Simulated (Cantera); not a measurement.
Feed: 1 mol Al2O3, 0.82 mol H2O, equilibrated at 1977 °C and 0.000230 bar.

Equilibrium computed with Cantera from the NASA thermochemical tables; the gas is ideal and each condensed phase is pure. Candidate condensed phases: Al, Al2O3, H2O; 19 gas species. The tables' values for AlOH are old estimates; treat these amounts as uncertain. Equilibrium is a limit: real reactors are often held back by kinetics, nucleation or transport.

Base state: H2O 0.426, H 0.195, H2 0.159, OH 0.0786, O2 0.0751, O 0.0667, AlO2H 0.000296, AlO 7.22e-5 (mole fractions); condensed: Al2O3(s).

### Question
What changes in the equilibrium state with this change: 0.95 mol HCl added?

### Answer
```csv
species,before,after
H2O,0.426,0.202
Cl,0,0.194
HCl,0,0.194
O2,0.0751,0.0271
OH,0.0786,0.0420
O,0.0667,0.0401
H2,0.159,0.125
H,0.195,0.173
AlOCl,0,0.00105
AlCl,0,0.000543
Al,6.36e-6,1.37e-5
AlO2H,0.000296,0.000204
"Al2O3(s), mol",1.000,0.998
```
Further candidate phases: AlCl3.
